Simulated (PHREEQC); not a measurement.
Dissolve 0.075 mol NH4HF2, 0.014 mol (NH4)2SiF6 and 0.00026 mol H2SO4 per kg of water at 50 °C. Closed to the air; pH follows from the charge balance.

The numbers come from PHREEQC with the ion-association model, phreeqc.dat.

```json
[
 {"quantity": "pH", "before": "3.24", "after": "3.28"},
 {"quantity": "F- (mol/kgw)", "before": "0.0598", "after": "0.0332"},
 {"quantity": "HF (mol/kgw)", "before": "0.0594", "after": "0.0325"},
 {"quantity": "HF2- (mol/kgw)", "before": "0.0154", "after": "0.00467"},
 {"quantity": "NH3 (mol/kgw)", "before": "3.63e-7", "after": "2.20e-7"}
]
```

Task: Which change was made?
A. (NH4)2SiF6 replaced by NH3 at the same molality
B. H2SO4 from 0.00026 to 0.0013 mol/kgw
C. (NH4)2SiF6 from 0.014 to 0.0154 mol/kgw
D. temperature from 50 to 15 °C
E. diluted 2-fold with water

Result: E, diluted 2-fold with water

No solid was allowed to form. Away from 25 °C the constants follow the database's enthalpies or fits; those with neither stay at their 25 °C values. SiF6-2 is the database's only silicon fluoride.
